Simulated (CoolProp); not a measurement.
Vapour pressure (MPa) of diethyl ether: the reference equation beside estimates from Tc = 467.9 K, pc = 3.717 MPa, ω = 0.282.

Model: reference Helmholtz-energy equation of state, Thol 2014, in CoolProp.

```tsv
T (K)	reference	van der Waals	Peng-Robinson
324.7	0.1792	0.7128	0.1774
336.1	0.2525	0.8490	0.2498
347.6	0.3478	1.003	0.3440
359	0.4668	1.171	…
370.4	0.6141	1.357	0.6090
381.9	0.7952	…	0.7904
393.3	…	1.784	…
404.7	1.268	2.025	1.267
```

Problem. What belongs in the gaps?

Solution. 
- 359, Peng-Robinson: 0.4622
- 381.9, van der Waals: 1.563
- 393.3, reference: 1.011
- 393.3, Peng-Robinson: 1.008

Absolute difference from the reference over all 8 rows, mean and median: van der Waals 153.4 and 135.9 %, Peng-Robinson 0.7 and 0.9 %.
